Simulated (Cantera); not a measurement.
A Cantera script and what it prints.

```python
import numpy as np
import cantera as ct

gas_names = """
    CL CL2 H HCL H2 Si SiCL SiCL2 SiCL3 SiCL4 SiH SiHCL3 SiH2 SiH2CL2 SiH3 SiH3CL SiH4 Si2 Si3
""".split()
cond_names = """
    Si(cr) Si(L)
""".split()


# ... load() reads the species with a 1 bar reference pressure and builds the phases ...
atoms = {
    'SiCl4': {'Si': 1, 'CL': 4},
    'Cl2': {'CL': 2},
    'H2': {'H': 2},
}
top_T = {}  # K; cautious upper limits of use, not melting points


# ... equilibrate(T, P, feed) seeds the gas with the atoms and calls Mixture.equilibrate('TP', solver="vcs", rtol=1e-11, max_steps=5000) ...
results = []
feed = {'SiCl4': 1, 'Cl2': 2, 'H2': 7.7}  # mol
P = 350000  # Pa
for T in [1025, 1075, 1125, 1175, 1225, 1275, 1325, 1375, 1425, 1475]:
    mix = equilibrate(T, P, feed)
    results.append((T, P, feed, dict(zip(mix.species_names, mix.species_moles))))

top = {s: max(r[3][s] / sum(r[3][g] for g in gas_names) for r in results) for s in gas_names}
cols = sorted((s for s in top if top[s] > 0.001), key=lambda s: -top[s])[:7]
seen = [c for c in cond_names if any(r[3].get(c, 0) > 1e-12 for r in results)]
print("log10 of partial pressures in bar; condensed amounts in mol")
print(f"{'T/K':>10s}" + "".join(f"{s[:9]:>10s}" for s in cols + seen))
for T, P, feed, n in results:
    ng = sum(n[g] for g in gas_names)
    print(f"{T:10.4g}" + "".join(f"{np.log10(max(n[s] / ng * P / 1e5, 1e-99)):10.3f}" for s in cols)
          + "".join(f"{n.get(c, 0):10.4g}" for c in seen))
```

Output:

```
log10 of partial pressures in bar; condensed amounts in mol
       T/K        H2       HCL     SiCL4    SiHCL3     SiCL3     SiCL2
      1025     0.270     0.118    -0.491    -2.405    -4.163    -6.516
      1075     0.269     0.119    -0.493    -2.248    -3.753    -5.814
      1125     0.269     0.119    -0.496    -2.107    -3.382    -5.178
      1175     0.268     0.120    -0.501    -1.981    -3.045    -4.599
      1225     0.267     0.122    -0.507    -1.867    -2.738    -4.072
      1275     0.266     0.124    -0.514    -1.766    -2.459    -3.591
      1325     0.264     0.126    -0.525    -1.677    -2.207    -3.153
      1375     0.262     0.129    -0.539    -1.601    -1.978    -2.755
      1425     0.259     0.133    -0.559    -1.540    -1.775    -2.396
      1475     0.255     0.139    -0.587    -1.495    -1.597    -2.076
```

Equilibrium computed with Cantera from the NASA thermochemical tables; the gas is ideal and each condensed phase is pure. The tables' values for SiCl3 are old estimates; treat these amounts as uncertain.
